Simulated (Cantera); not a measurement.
## Ignition delay

Mixture: CH₄ : C₂H₆ : O₂ : N₂ = 1 : 0.16 : 1.35 : 5.07 (molar parts), equivalence ratio 1.9, at 0.671 atm, adiabatic and at constant pressure. Ignition delay is the time to a rise of 400 K.

Cantera simulation using GRI-Mech 3.0 (53 species, 325 reactions); the numbers are that mechanism's predictions, not measurements.

```
T0 (K)  delay (ms)
------  ----------
1198          5.48
1273          2.44
1348          1.19
1423         0.604
1498         0.320
1573         0.179
```

| Property | Value |
|---|---|
| apparent activation energy between 1423 and 1573 K | 150 kJ/mol |
